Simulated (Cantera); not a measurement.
Catalytic combustion on Pt

An isothermal plug-flow reactor at 650 K and 5.00 bar (inlet), inlet velocity 0.95 m/s, active area per volume 260 1/m; feed H₂ : O₂ : N₂ = 0.0023 : 0.02 : 0.79 (molar parts).

Computed with Cantera and Deutschmann's 1995 Pt surface mechanism with GRI-Mech 3.0 gas chemistry. Catalytic surfaces can have several steady states; this one follows from the mechanism file's or the stated starting coverage. Mass transfer to the wall is taken as infinitely fast.

| z (m) | x H₂ | x O₂ | x H₂O | θ free Pt | θ O* | θ OH* |
|---|---|---|---|---|---|---|
| 9.4e-05 | 0.00245 | 0.0244 | 0.000385 | 0.172 | 0.819 | 0.00895 |
| 0.00016 | 0.00223 | 0.0243 | 0.000599 | 0.158 | 0.833 | 0.00898 |
| 0.00026 | 0.00197 | 0.0242 | 0.000862 | 0.140 | 0.851 | 0.00893 |
| 0.00044 | 0.00162 | 0.0240 | 0.00121 | 0.116 | 0.875 | 0.00871 |
| 0.00073 | 0.00126 | 0.0239 | 0.00157 | 0.0912 | 0.901 | 0.00824 |
| 0.0012 | 0.000928 | 0.0237 | 0.00191 | 0.0674 | 0.925 | 0.00751 |
| 0.002 | 0.000637 | 0.0235 | 0.00220 | 0.0466 | 0.947 | 0.00655 |
| 0.0034 | 0.000411 | 0.0234 | 0.00242 | 0.0303 | 0.964 | 0.00548 |
| 0.0056 | 0.000262 | 0.0234 | 0.00257 | 0.0196 | 0.976 | 0.00451 |
| 0.0094 | 0.000161 | 0.0233 | 0.00267 | 0.0123 | 0.984 | 0.00363 |
x: gas mole fraction; θ: surface coverage.
